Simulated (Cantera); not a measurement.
A perfectly stirred reactor is fed with 39.3 % H₂, 16.4 % O₂, 44.4 % N₂, at 7500 Torr; it is adiabatic with a 698 K inlet, and is followed from long to short residence time, starting on the burning branch (τ in s: 0.14, 0.038, 0.01, 0.0029, 0.0008, 0.00022, 6.2e-05, 1.7e-05, 4.7e-06).

Model: the H2/O2 subset of GRI-Mech 3.0, which has no nitrogen chemistry, integrated in Cantera. The hydrogen kinetics of GRI-Mech 3.0 are dated; newer H2 mechanisms differ, most at raised pressure.

**Question.** Predict: blow-out, bracketed by the residence times tried; x(H₂) at τ = 0.140 s; x(O₂) at τ = 0.140 s; x(HO₂) at τ = 0.140 s; x(H₂O) at τ = 0.140 s; x(O) at τ = 0.140 s; x(H₂) at τ = 0.800 ms; x(O₂) at τ = 0.800 ms; x(HO₂) at τ = 0.800 ms; x(H₂O) at τ = 0.800 ms; x(O) at τ = 0.800 ms.

**Answer.** 
| Item | Result |
|---|---|
| blow-out, bracketed by the residence times tried | burning at 4.70 µs, the shortest tried |
| x(H₂) at τ = 0.140 s | 0.0832 |
| x(O₂) at τ = 0.140 s | 0.00182 |
| x(HO₂) at τ = 0.140 s | 3.32e-6 |
| x(H₂O) at τ = 0.140 s | 0.367 |
| x(O) at τ = 0.140 s | 0.00103 |
| x(H₂) at τ = 0.800 ms | 0.0835 |
| x(O₂) at τ = 0.800 ms | 0.00200 |
| x(HO₂) at τ = 0.800 ms | 3.64e-6 |
| x(H₂O) at τ = 0.800 ms | 0.366 |
| x(O) at τ = 0.800 ms | 0.00110 |
